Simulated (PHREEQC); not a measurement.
Solution (45 °C): 0.014 mol MgCl2, 0.0018 mol CO2 and 0.069 mol MgSO4 per kg of water. Closed to the air; pH follows from the charge balance.

Model: ion-association model, phreeqc.dat, run in PHREEQC.

Question: The ionic strength comes out as 0.146 mol/kgw. What activity coefficients do SO4-2, Mg+2, Cl-, MgHCO3+, HCO3- get?

Answer: SO4-2 0.32, Mg+2 0.36, Cl- 0.73, MgHCO3+ 0.73, HCO3- 0.76.

This is a speciation only: nothing precipitates in the calculation. Species that the database lacks are ignored. Away from 25 °C the constants follow the database's enthalpies or fits; those with neither stay at their 25 °C values.
